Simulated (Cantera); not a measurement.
Feed: 1 mol NiS, a varied amount of H2, 4.6 mol N2, equilibrated at 1948 K and 0.180 Torr.

Method: chemical equilibrium by Gibbs-energy minimisation in Cantera with the NASA 1993 tables (ideal gas, pure condensed phases). Candidate condensed phases: Ni, NiS, NiS2, Ni3S2, Ni3S4, S; 17 gas species. Equilibrium is a limit: real reactors are often held back by kinetics, nucleation or transport.

x: gas mole fraction; nothing condenses.

```json
[
 {"n(H2) (mol)": "250", "x H2": "0.906", "x H": "0.0694", "x N2": "0.0173", "x Ni": "0.00375", "x S": "0.00221", "x SH": "0.000924", "x S2": "?"},
 {"n(H2) (mol)": "300", "x H2": "0.910", "x H": "0.0696", "x N2": "0.0145", "x Ni": "0.00314", "x S": "0.00189", "x SH": "0.000789", "x S2": "?"},
 {"n(H2) (mol)": "350", "x H2": "0.913", "x H": "0.0697", "x N2": "0.0125", "x Ni": "0.00270", "x S": "0.00164", "x SH": "0.000689", "x S2": "?"},
 {"n(H2) (mol)": "420", "x H2": "0.915", "x H": "0.0698", "x N2": "0.0104", "x Ni": "0.00226", "x S": "0.00139", "x SH": "0.000585", "x S2": "?"},
 {"n(H2) (mol)": "500", "x H2": "0.918", "x H": "0.0699", "x N2": "0.00877", "x Ni": "0.00190", "x S": "0.00119", "x SH": "0.000499", "x S2": "?"},
 {"n(H2) (mol)": "590", "x H2": "0.919", "x H": "0.0699", "x N2": "0.00744", "x Ni": "0.00162", "x S": "0.00102", "x SH": "0.000429", "x S2": "?"},
 {"n(H2) (mol)": "700", "x H2": "0.921", "x H": "0.0700", "x N2": "0.00628", "x Ni": "0.00136", "x S": "0.000868", "x SH": "0.000366", "x S2": "?"},
 {"n(H2) (mol)": "830", "x H2": "0.922", "x H": "0.0701", "x N2": "0.00531", "x Ni": "0.00115", "x S": "0.000739", "x SH": "0.000311", "x S2": "?"},
 {"n(H2) (mol)": "990", "x H2": "0.924", "x H": "0.0701", "x N2": "0.00445", "x Ni": "0.000967", "x S": "0.000625", "x SH": "0.000263", "x S2": "?"},
 {"n(H2) (mol)": "1200", "x H2": "0.925", "x H": "0.0701", "x N2": "0.00368", "x Ni": "0.000799", "x S": "0.000519", "x SH": "0.000219", "x S2": "?"},
 {"n(H2) (mol)": "1400", "x H2": "0.925", "x H": "0.0702", "x N2": "0.00316", "x Ni": "0.000686", "x S": "0.000447", "x SH": "0.000189", "x S2": "?"}
]
```

**Question.** Some entries are withheld; supply them.

**Answer.** 
- 250, x S2: 0.000234
- 300, x S2: 0.000170
- 350, x S2: 0.000129
- 420, x S2: 9.28e-5
- 500, x S2: 6.74e-5
- 590, x S2: 4.96e-5
- 700, x S2: 3.60e-5
- 830, x S2: 2.61e-5
- 990, x S2: 1.86e-5
- 1200, x S2: 1.29e-5
- 1400, x S2: 9.55e-6
